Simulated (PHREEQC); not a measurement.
Make-up at 40 °C: 0.23 mol Ni(NO3)2, 0.0013 mol NaOH and 0.0029 mol MnSO4 per kg of water. Closed to the air; pH follows from the charge balance.

Model: ion-association model, wateq4f.dat, run in PHREEQC.

This is a speciation only: nothing precipitates in the calculation.

Q: Estimate the pH, activity of water.

A: pH 7.57; activity of water 0.988.

Q: In which forms is S present?

A: NiSO4 69 %, SO4-2 31 %, MnSO4 0.6 % of the S.

Species that the database lacks are ignored. In wateq4f.dat the enthalpy of Ni(OH)2 has the wrong sign, so its saturation index can't be trusted away from 25 °C. Away from 25 °C the constants follow the database's enthalpies or fits; those with neither stay at their 25 °C values.
